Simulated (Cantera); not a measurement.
Feed: 1 mol Al, 2.2 mol HCl, at 550 °C and 10.0 mbar.

These are equilibrium values from Cantera (NASA tables, ideal gas, pure condensed phases), not measurements of a reactor. Candidate condensed phases: Al, AlCl3; 12 gas species. The tables' values for AlCl2 are old estimates; treat these amounts as uncertain. The numbers say what is thermodynamically allowed, not how fast it happens.

Base state: H2 0.601, AlCl3 0.393, Al2Cl6 0.00312, AlCl 0.00254, AlCl2 0.00105 (mole fractions); condensed: Al(s).

What changes in the equilibrium state with this change: HCl from 2.2 to 7.1 mol?


| species | before | after |
|---|---|---|
| HCl | 8.06e-6 | 0.621 |
| H2 | 0.601 | 0.227 |
| AlCl3 | 0.393 | 0.151 |
| AlCl | 0.00254 | <1e-9 |
| AlCl2 | 0.00105 | 3.22e-9 |
| Al2Cl6 | 0.00312 | 0.000460 |
| Al(s), mol | 0.263 | 0 |
